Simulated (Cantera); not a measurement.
Input: 1 mol SiC, 0.037 mol H2, at 13.3 mbar.

Method: chemical equilibrium by Gibbs-energy minimisation in Cantera with the NASA 1993 tables (ideal gas, pure condensed phases). Candidate condensed phases: C, C6H6, C7H8, C8H18, Si, SiC; 87 gas species. Kinetics and transport are ignored. All values below are at 1152 °C.

Base state: H2 1.000, H 5.91e-5 (mole fractions); condensed: SiC(s).

Q: What changes in the equilibrium state with this change: 0.01 mol CO2 added?

A: 
```csv
species,before,after
H2,1.000,0.734
CO,0,0.265
SiO,0,0.000821
H2O,0,1.17e-5
CH4,4.45e-7,1.83e-5
H,5.91e-5,5.06e-5
"SiC(s), mol",1.00,0.997
"SiO2(β-quartz), mol",0,0.00331
```
Mutual solubility and eutectic melting of coexisting phases are not modelled. The tables hold silica as quartz up to 1696 K and as liquid above; real silica turns to tridymite and cristobalite and melts near 1996 K. Further candidate phases: H2O, SiO2.
